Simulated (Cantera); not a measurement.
# Adiabatic ignition

An adiabatic, constant-volume homogeneous reactor starts with H2 : O2 : N2 = 1 : 0.294 : 1.11 (molar parts), equivalence ratio 1.7, at 950 K and 9.30 bar.

Detailed kinetics in Cantera: the H2/O2 subset of GRI-Mech 3.0, which has no nitrogen chemistry. The hydrogen kinetics of GRI-Mech 3.0 are dated; newer H2 mechanisms differ, most at raised pressure.

```csv
t (s),T (K),P (bar),x H2,x O2,x OH,x H2O2,x HO2,x H2O
4.00e-6,950,9.30,0.416,0.122,<1e-12,2.07e-12,6.73e-10,3.02e-11
1.32e-5,950,9.30,0.416,0.122,<1e-12,2.31e-11,2.25e-9,1.05e-10
4.35e-5,950,9.30,0.416,0.122,<1e-12,2.54e-10,7.45e-9,3.69e-10
0.000143,950,9.30,0.416,0.122,<1e-12,2.75e-9,2.48e-8,1.47e-9
0.000473,950,9.30,0.416,0.122,<1e-12,3.00e-8,8.60e-8,9.28e-9
0.00156,950,9.30,0.416,0.122,4.89e-12,3.67e-7,3.87e-7,1.49e-7
0.00514,950,9.30,0.416,0.122,1.17e-10,1.03e-5,4.35e-6,8.09e-6
0.0169,964,9.43,0.415,0.121,5.68e-9,0.000377,3.34e-5,0.00113
0.0558,2983,25.9,0.190,0.000140,0.00598,2.74e-7,6.29e-7,0.269
0.184,2983,25.9,0.190,0.000140,0.00598,2.74e-7,6.29e-7,0.269
0.607,2983,25.9,0.190,0.000140,0.00598,2.74e-7,6.29e-7,0.269
2.00,2983,25.9,0.190,0.000140,0.00598,2.74e-7,6.29e-7,0.269
```
x: mole fraction; the columns are a selection and need not sum to one.

```
Item                                                                   Value
---------------------------------  -----------------------------------------
time of steepest temperature rise                                    22.3 ms
temperature at 2.00 s                                                 2983 K
equilibrium temperature                                               2983 K
x(H2) at 2.00 s                          0.190 (gas-phase equilibrium 0.190)
x(O2) at 2.00 s                    0.000140 (gas-phase equilibrium 0.000140)
x(OH) at 2.00 s                      0.00598 (gas-phase equilibrium 0.00598)
```
